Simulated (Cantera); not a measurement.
What does this Cantera script print?

```python
import numpy as np
import cantera as ct

gas = ct.Solution("h2o2.yaml")
gas.TPX = 300, 450000, {'H2': 1, 'O2': 0.333, 'N2': 1.25}
flame = ct.FreeFlame(gas, width=0.014)
flame.set_refine_criteria(ratio=3, slope=0.08, curve=0.16)
flame.transport_model = "unity-Lewis-number"
flame.solve(loglevel=0, auto=True)
z, T = flame.grid, flame.T
thick = (T[-1] - T[0]) / np.gradient(T, z).max()
show = ['H2', 'O2', 'HO2', 'H', 'H2O', 'O']
print(f"laminar burning velocity  {flame.velocity[0] * 100:.3f} cm/s")
print(f"burnt temperature         {T[-1]:.1f} K")
print(f"thermal thickness         {thick * 1e3:.4f} mm")
print(f"grid points               {len(z)}")
z0 = z[flame.heat_release_rate.argmax()]
print(f"{'z/mm':>9s}{'T/K':>9s}{'u/(m/s)':>9s}" + "".join(f"{s:>11s}" for s in show))
rows = []
for k in (-3, -2, -1.5, -1, -0.5, -0.25, 0, 0.25, 0.5, 1, 2, 4, 8):
    zz = z0 + k * thick
    rows.append([k * thick, np.interp(zz, z, T), np.interp(zz, z, flame.velocity),
                 *(np.interp(zz, z, flame.X[gas.species_index(s)]) for s in show)])
    print(f"{rows[-1][0] * 1e3:9.3f}{rows[-1][1]:9.1f}{rows[-1][2]:9.3f}" + "".join(f"{x:11.3e}" for x in rows[-1][3:]))
```

It prints:

```
laminar burning velocity  195.802 cm/s
burnt temperature         2255.0 K
thermal thickness         0.0521 mm
grid points               111
     z/mm      T/K  u/(m/s)         H2         O2        HO2          H        H2O          O
   -0.156    300.0    1.958  3.871e-01  1.289e-01  1.496e-08  1.338e-15  1.160e-06  1.160e-10
   -0.104    300.2    1.959  3.871e-01  1.289e-01  2.748e-07  1.214e-13  2.131e-05  2.167e-09
   -0.078    301.2    1.966  3.870e-01  1.289e-01  1.849e-06  3.705e-12  1.427e-04  1.498e-08
   -0.052    311.4    2.031  3.860e-01  1.283e-01  1.848e-05  2.366e-10  1.375e-03  1.759e-07
   -0.026    505.8    3.259  3.666e-01  1.174e-01  4.437e-04  7.506e-06  2.527e-02  1.707e-05
   -0.013    914.1    5.739  3.195e-01  9.241e-02  6.333e-04  2.568e-03  8.090e-02  2.760e-04
    0.000   1361.4    8.301  2.393e-01  5.426e-02  2.335e-04  2.115e-02  1.633e-01  1.596e-03
    0.013   1643.1    9.825  1.711e-01  2.302e-02  8.246e-05  4.237e-02  2.280e-01  2.594e-03
    0.026   1794.0   10.607  1.428e-01  8.992e-03  2.938e-05  4.741e-02  2.576e-01  2.427e-03
    0.052   1939.5   11.334  1.348e-01  2.335e-03  7.395e-06  3.911e-02  2.745e-01  1.636e-03
    0.104   2058.8   11.912  1.383e-01  7.790e-04  2.632e-06  2.577e-02  2.827e-01  7.919e-04
    0.209   2143.5   12.314  1.421e-01  2.948e-04  1.051e-06  1.546e-02  2.880e-01  3.089e-04
    0.417   2197.6   12.567  1.447e-01  9.808e-05  3.456e-07  8.734e-03  2.915e-01  1.030e-04
```

Detailed kinetics in Cantera: the H2/O2 subset of GRI-Mech 3.0, which has no nitrogen chemistry. The hydrogen kinetics of GRI-Mech 3.0 are dated; newer H2 mechanisms differ, most at raised pressure. Unity Lewis numbers drop preferential diffusion, which matters most where H2 and H carry the flame. Burning velocities carry a grid error of a few per cent, more on coarse grids.
